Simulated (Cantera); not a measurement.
**Ammonia decomposition in nitride growth gas**

An isothermal, constant-pressure homogeneous reactor starts with 7.14 % NH3, 92.9 % H2, at 1700 K and 0.0133 bar.

Cantera simulation using the gas-phase N/H chemistry of the illustrative SiF4/NH3 mechanism in the Surface Chemkin manual (1991); the numbers are that mechanism's predictions, not measurements. Walls and surfaces, which speed up NH3 decomposition in real reactors, are not modelled.

| t (s) | x NH3 | x H2 | x NH | x N2H4 | x N2H2 | x NH2 |
|---|---|---|---|---|---|---|
| 0.000300 | 0.0714 | 0.929 | <1e-12 | <1e-12 | <1e-12 | 2.42e-8 |
| 0.00133 | 0.0714 | 0.929 | 3.08e-12 | <1e-12 | <1e-12 | 1.00e-7 |
| 0.00591 | 0.0714 | 0.929 | 6.18e-11 | <1e-12 | 2.56e-12 | 4.39e-7 |
| 0.0262 | 0.0714 | 0.929 | 1.22e-9 | <1e-12 | 5.63e-11 | 1.94e-6 |
| 0.116 | 0.0714 | 0.929 | 2.39e-8 | 8.19e-12 | 1.29e-9 | 8.58e-6 |
| 0.516 | 0.0713 | 0.928 | 4.15e-7 | 1.42e-10 | 3.25e-8 | 3.58e-5 |
| 2.29 | 0.0699 | 0.929 | 9.74e-7 | 3.25e-10 | 8.81e-8 | 5.43e-5 |
| 10.2 | 0.0631 | 0.933 | 9.35e-7 | 2.82e-10 | 7.71e-8 | 5.06e-5 |
| 45.1 | 0.0413 | 0.944 | 7.89e-7 | 1.55e-10 | 4.43e-8 | 3.75e-5 |
| 200 | 0.00828 | 0.962 | 4.34e-7 | 1.69e-11 | 5.90e-9 | 1.25e-5 |
x: mole fraction; the columns are a selection and need not sum to one.

Equilibrium at this temperature and pressure: NH3 8.31e-8, H2 0.965, NH 2.12e-11, N2H4 <1e-12, N2H2 <1e-12, NH2 2.76e-10 (gas phase only).
